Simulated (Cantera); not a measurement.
A closed system holds: 1 mol V₂O₅, 0.45 mol H₂, equilibrated at 1427 °C and 12.0 Torr.

Method: chemical equilibrium by Gibbs-energy minimisation in Cantera with the NASA 1993 tables (ideal gas, pure condensed phases). Condensed phases not in the tables: the oxides between V₂O₃ and V₂O₅ other than VO₂. Rates play no part.

| species | before | after |
|---|---|---|
| H₂O | 0.618 | 0.899 |
| O₂ | 0.378 | 0.100 |
| OH | 0.00294 | 0.000906 |
| VO₂ | 0.000393 | 6.29e-6 |
| O | 0.000217 | 1.42e-5 |
| H | 1.47e-5 | 1.11e-6 |
| H₂ | 0.000160 | 5.70e-5 |
| V₂O₄(s), mol | 1.000 | 0.551 |
| V₂O₅(l), mol | 0 | 0.449 |
Gas species are given as mole fractions.

Name the change that produced these shifts.
A. temperature from 1427 °C to 977 °C
B. pressure from 12.0 Torr to 750 Torr
C. temperature from 1427 °C to 750 °C
D. temperature from 1427 °C to 625 °C

B, pressure from 12.0 Torr to 750 Torr. Mutual solubility and eutectic melting of coexisting phases are not modelled. Gases not in the tables: V₄O₁₀
